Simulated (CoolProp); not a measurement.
Vapour-liquid equilibrium of ethane (1) + hydrogen chloride (2) at -108.85 °C; x and y are mole fractions of (1).

Model: multi-fluid Helmholtz-energy mixture model, Bücker 2006 and Thol 2018; pair parameters Bell 2016, in CoolProp.

| x | bubble pressure, mixture model (kPa) | bubble pressure, Raoult's law (kPa) | y, mixture model | y, Raoult's law |
|---|---|---|---|---|
| 0.05 | 30.20 | 21.38 | ___ | 0.068 |
| 0.2 | ___ | 22.61 | 0.532 | 0.258 |
| 0.35 | ___ | 23.84 | ___ | 0.428 |
| 0.5 | 41.03 | 25.07 | 0.558 | 0.582 |
| 0.65 | ___ | 26.30 | 0.572 | 0.721 |
| 0.8 | 39.53 | 27.53 | ___ | 0.848 |
| 0.95 | 33.37 | 28.77 | ___ | 0.964 |

### Question
Some entries are withheld; supply them.

### Answer

- 0.05, y, mixture model: 0.334
- 0.2, bubble pressure, mixture model (kPa): 39.83
- 0.35, bubble pressure, mixture model (kPa): 40.99
- 0.35, y, mixture model: 0.556
- 0.65, bubble pressure, mixture model (kPa): 40.95
- 0.8, y, mixture model: 0.632
- 0.95, y, mixture model: 0.836

The largest gap from Raoult's law is +76.2 % in bubble pressure, at x = 0.2. y crosses x between x = 0.5 and 0.65: the model has an azeotrope there.

The pair parameters rest on a limited set of measurements; away from them the model extrapolates. With so large a gap from Raoult's law the liquid may split in two, which this calculation doesn't test in full.
